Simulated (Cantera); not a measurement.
Charge: 1 mol MgO, 5.4 mol F2, at 1675 K.

Cantera equilibrium calculation (NASA polynomials, part measured and part estimated; ideal gas, pure solids and liquids). Candidate condensed phases: Mg, MgF2, MgO; 14 gas species. Kinetics and transport are ignored.

Question: At 1.70 mbar, list the 5 most abundant gas species with their mole fractions, and the condensed phases.

Answer: F 0.854, MgF2 0.0971, O2 0.0484, O 0.000182, F2 4.11e-5. Condensed: gas only.
